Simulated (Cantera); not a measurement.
## Stirred combustor or abatement burner

A perfectly stirred reactor is fed with CH₄ : C₂H₆ : O₂ : N₂ : H₂O = 1 : 0.24 : 6.04 : 22.7 : 0.92 (molar parts), at 1500000 Pa; it is adiabatic with a 625 K inlet, and is followed from long to short residence time, starting on the burning branch (τ in s: 0.048, 0.018, 0.0065, 0.0024, 0.0009, 0.00033, 0.00012, 4.6e-05, 1.7e-05).

Computed with Cantera and GRI-Mech 3.0 (53 species, 325 reactions). The pressure lies above the range GRI-Mech 3.0 was tuned for (to about 10 atm).

```csv
τ (s),T (K),x CH₄,x C₂H₆,x O₂,x C₂H₂,x OH,x H₂O₂
0.048,1657,8.44e-6,4.47e-7,0.103,9.65e-7,0.000167,1.32e-7
0.018,1656,1.86e-5,1.03e-6,0.103,1.89e-6,0.000194,1.97e-7
0.0065,1652,4.26e-5,2.46e-6,0.104,3.54e-6,0.000225,3.23e-7
0.0024,1642,0.000103,6.18e-6,0.104,6.24e-6,0.000242,5.83e-7
0.00090,1610,0.000322,2.02e-5,0.106,1.05e-5,0.000198,1.45e-6
0.00033,625,0.0324,0.00777,0.195,<1e-12,<1e-12,<1e-12
0.00012,625,0.0324,0.00777,0.195,<1e-12,<1e-12,<1e-12
4.6e-5,625,0.0324,0.00777,0.195,<1e-12,<1e-12,<1e-12
1.7e-5,625,0.0324,0.00777,0.195,<1e-12,<1e-12,<1e-12
```
x: mole fraction; the columns are a selection and need not sum to one.
